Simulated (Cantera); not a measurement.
What does this Cantera script print?

```python
import numpy as np
import cantera as ct

gas = ct.Solution("gri30.yaml")
gas.TPX = 1200, 140, {'H2': 0.023, 'O2': 1}
reactor = ct.IdealGasConstPressureReactor(gas, energy="off", clone=False)
net = ct.ReactorNet([reactor])
net.rtol, net.atol = 1e-08, 1e-18
show = ['H2', 'O2', 'H', 'O', 'OH']
times = np.geomspace(3e-05, 30, 14)

steps = ct.SolutionArray(gas, extra=["t"])
rows = []
print(f"{'t/s':>10s}{'T/K':>9s}{'P/Pa':>11s}" + "".join(f"{s:>11s}" for s in show))
for t in times:
    while net.time < t:
        t_next = net.step()
        steps.append(gas.state, t=t_next)
    rows.append([np.interp(t, steps.t, y) for y in (steps.T, steps.P, *steps(*show).X.T)])
    print(f"{t:10.3e}{rows[-1][0]:9.1f}{rows[-1][1]:11.4g}" + "".join(f"{x:11.3e}" for x in rows[-1][2:]))
rate = np.gradient(steps.T, steps.t)
print("integrator steps:", len(steps.t))
if steps.T.max() > steps.T[0] + 200:
    print(f"time of steepest temperature rise: {steps.t[rate.argmax()]:.4e} s")
gas.TPX = 1200, 140, {'H2': 0.023, 'O2': 1}
gas.equilibrate("TP")
print(f"equilibrium (TP): T = {gas.T:.1f} K  " + "  ".join(f"{s} {gas[s].X[0]:.3e}" for s in show))
```

It prints:

```
       t/s      T/K       P/Pa         H2         O2          H          O         OH
 3.000e-05   1200.0        140  2.248e-02  9.775e-01  6.131e-11  2.301e-12  2.293e-12
 8.683e-05   1200.0        140  2.248e-02  9.775e-01  1.661e-10  1.835e-11  1.816e-11
 2.513e-04   1200.0        140  2.248e-02  9.775e-01  4.060e-10  1.350e-10  1.310e-10
 7.273e-04   1200.0        140  2.248e-02  9.775e-01  8.454e-10  8.512e-10  7.797e-10
 2.105e-03   1200.0        140  2.248e-02  9.775e-01  1.960e-09  4.851e-09  3.903e-09
 6.093e-03   1200.0        140  2.248e-02  9.775e-01  1.144e-08  4.471e-08  3.140e-08
 1.763e-02   1200.0        140  2.247e-02  9.775e-01  1.167e-06  4.957e-06  3.375e-06
 5.104e-02   1200.0        140  1.287e-03  9.593e-01  2.935e-03  1.533e-02  2.792e-03
 1.477e-01   1200.0        140  1.959e-04  9.576e-01  2.024e-03  1.801e-02  1.695e-03
 4.275e-01   1200.0        140  1.890e-04  9.584e-01  1.911e-03  1.732e-02  1.666e-03
 1.237e+00   1200.0        140  1.708e-04  9.604e-01  1.626e-03  1.551e-02  1.585e-03
 3.581e+00   1200.0        140  1.296e-04  9.646e-01  1.052e-03  1.155e-02  1.384e-03
 1.037e+01   1200.0        140  6.626e-05  9.709e-01  3.741e-04  5.765e-03  9.926e-04
 3.000e+01   1200.0        140  1.880e-05  9.754e-01  5.546e-05  1.608e-03  5.300e-04
integrator steps: 829
equilibrium (TP): T = 1200.0 K  H2 7.861e-09  O2 9.773e-01  H 4.707e-10  O 6.664e-07  OH 1.087e-05
```

Detailed kinetics in Cantera: GRI-Mech 3.0 (53 species, 325 reactions). Radical loss at walls, strong at low pressure, is not modelled.
